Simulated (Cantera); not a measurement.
An isothermal, constant-pressure homogeneous reactor starts with 13.0 % H₂, 7.25 % O₂, 79.7 % N₂, at 1150 K and 0.510 bar.

Model: the H2/O2 subset of GRI-Mech 3.0, which has no nitrogen chemistry, integrated in Cantera. The temperature is held fixed by assumption; the heat of reaction is taken as removed at once.

x: mole fraction; the columns are a selection and need not sum to one.

| t (s) | x H₂ | x O₂ | x H | x H₂O | x O | x H₂O₂ | x HO₂ |
|---|---|---|---|---|---|---|---|
| 0.000300 | 0.0247 | 0.0256 | 0.0345 | 0.0908 | 0.00458 | 1.36e-6 | ? |
| 0.000693 | 0.00620 | 0.0114 | 0.00465 | 0.130 | 0.000774 | 1.48e-6 | ? |
| 0.00160 | 0.00188 | 0.00865 | 0.000583 | 0.137 | 0.000163 | 1.36e-6 | ? |
| 0.00370 | 0.000487 | 0.00795 | 6.20e-5 | 0.139 | 3.35e-5 | 8.37e-7 | ? |
| 0.00854 | 0.000111 | 0.00779 | 6.16e-6 | 0.139 | 6.55e-6 | 3.31e-7 | ? |
| 0.0197 | 2.29e-5 | 0.00775 | 6.11e-7 | 0.139 | 1.36e-6 | 1.06e-7 | ? |
| 0.0456 | 4.50e-6 | 0.00775 | 6.48e-8 | 0.140 | 3.29e-7 | 3.27e-8 | ? |
| 0.105 | 9.90e-7 | 0.00775 | 8.53e-9 | 0.140 | 9.58e-8 | 1.07e-8 | ? |
| 0.243 | 2.80e-7 | 0.00775 | 1.53e-9 | 0.140 | 3.29e-8 | 3.90e-9 | ? |
| 0.562 | 9.85e-8 | 0.00775 | 3.50e-10 | 0.140 | 1.27e-8 | 1.55e-9 | ? |
| 1.30 | 3.99e-8 | 0.00775 | 9.40e-11 | 0.140 | 5.31e-9 | 6.60e-10 | ? |
| 3.00 | 1.87e-8 | 0.00775 | 3.02e-11 | 0.140 | 2.42e-9 | 3.05e-10 | 7.55e-10 |

Task: Some entries are withheld; supply them.

Result: 
- 0.000300, x HO₂: 1.21e-5
- 0.000693, x HO₂: 6.32e-6
- 0.00160, x HO₂: 4.52e-6
- 0.00370, x HO₂: 3.08e-6
- 0.00854, x HO₂: 1.42e-6
- 0.0197, x HO₂: 4.07e-7
- 0.0456, x HO₂: 9.46e-8
- 0.105, x HO₂: 2.36e-8
- 0.243, x HO₂: 7.26e-9
- 0.562, x HO₂: 2.71e-9
- 1.30, x HO₂: 1.23e-9
